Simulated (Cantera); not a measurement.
Hydrocarbon pyrolysis for carbon deposition

An isothermal, constant-pressure homogeneous reactor starts with 7.22 % CH4, 92.8 % H2, at 1748 K and 1330 Pa.

Cantera simulation using GRI-Mech 3.0 (53 species, 325 reactions); the numbers are that mechanism's predictions, not measurements. GRI-Mech 3.0 stops at C3 and has no aromatics, soot or wall deposition, so with more carbon than oxygen in the feed, carbon stays in small species such as C2H2 where larger ones or solid carbon would form. Radical loss at walls, strong at low pressure, is not modelled.

| t (s) | x CH4 | x H2 | x CH2 | x C2H2 | x C2H4 | x H |
|---|---|---|---|---|---|---|
| 4.00e-6 | 0.0722 | 0.928 | <1e-12 | <1e-12 | <1e-12 | 1.63e-7 |
| 2.22e-5 | 0.0722 | 0.928 | <1e-12 | <1e-12 | <1e-12 | 8.37e-7 |
| 0.000123 | 0.0722 | 0.928 | 1.67e-11 | <1e-12 | 5.22e-11 | 4.16e-6 |
| 0.000684 | 0.0721 | 0.928 | 7.92e-10 | 8.78e-11 | 1.31e-8 | 2.23e-5 |
| 0.00380 | 0.0720 | 0.928 | 2.59e-8 | 1.28e-7 | 2.28e-6 | 0.000123 |
| 0.0211 | 0.0703 | 0.928 | 6.27e-7 | 0.000196 | 0.000189 | 0.000660 |
| 0.117 | 0.0491 | 0.938 | 1.51e-6 | 0.00980 | 0.000270 | 0.00129 |
| 0.649 | 0.0146 | 0.957 | 7.69e-7 | 0.0265 | 4.00e-5 | 0.00158 |
| 3.60 | 0.00219 | 0.963 | 1.80e-7 | 0.0325 | 1.49e-5 | 0.00190 |
| 20.0 | 0.000378 | 0.964 | 3.37e-8 | 0.0334 | 1.45e-5 | 0.00195 |
x: mole fraction; the columns are a selection and need not sum to one.

Equilibrium at this temperature and pressure: CH4 0.000198, H2 0.964, CH2 1.78e-8, C2H2 0.0335, C2H4 1.45e-5, H 0.00196 (gas phase only).
